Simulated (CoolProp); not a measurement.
Properties of R236EA at several states.

The numbers come from the reference Helmholtz-energy equation of state, Rui 2013 in CoolProp.

```
T (°C)  p (kPa)   phase  density (kg/m³)  speed of sound (m/s)  Joule-Thomson coefficient (K/MPa)  Prandtl number
------  -------  ------  ---------------  --------------------  ---------------------------------  --------------
47.45      4190  liquid             1371                   ___                            -0.1331            5.30
73.25      6000  liquid             1294                   ___                           -0.02953            4.59
90.65       130     gas            6.674                 142.7                              12.37           0.663
51.15      1340  liquid             1343                   ___                                ___            5.06
```

Question: Some entries are withheld; supply them.

Answer: 
- 47.45, speed of sound (m/s): 530.7
- 73.25, speed of sound (m/s): 452.7
- 51.15, speed of sound (m/s): 489.8
- 51.15, Joule-Thomson coefficient (K/MPa): -0.07582

Viscosity comes from a separate model (Huber 2003), an estimate that may be off by 10 % or more. Thermal conductivity comes from a separate model (Huber 2003), an estimate that may be off by 10 % or more.
